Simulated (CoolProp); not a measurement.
Computed with CoolProp (reference Helmholtz-energy equation of state, Lemmon 2006). It is a short technical equation, of lower accuracy than the large ones.

### Question
For carbon monoxide, give the phase and the cp (kJ/(kg K)), cv (kJ/(kg K)), speed of sound (m/s) at -95.35 °C and 0.162 MPa; -95.35 °C and 0.238 MPa; -95.35 °C and 11.1 MPa.

### Answer
- -95.35 °C and 0.162 MPa: gas; cp 1.05, cv 0.744, speed of sound 271
- -95.35 °C and 0.238 MPa: gas; cp 1.05, cv 0.745, speed of sound 271
- -95.35 °C and 11.1 MPa: supercritical; cp 2.33, cv 0.856, speed of sound 316
